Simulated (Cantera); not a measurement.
Input: 1 mol BaF2, 0.79 mol N2, held at 1875 K and 1000 Pa.

Equilibrium computed with Cantera from the NASA thermochemical tables; the gas is ideal and each condensed phase is pure. Candidate condensed phases: Ba, BaF2; 10 gas species. Rates play no part.

Base state: BaF2 0.559, N2 0.441, F 6.60e-5, BaF 6.60e-5 (mole fractions); condensed: gas only.

### Question
What changes in the equilibrium state with this change: temperature from 1875 K to 2273 K?

### Answer
| species | before | after |
|---|---|---|
| BaF2 | 0.559 | 0.556 |
| N2 | 0.441 | 0.441 |
| F | 6.60e-5 | 0.00156 |
| BaF | 6.60e-5 | 0.00156 |
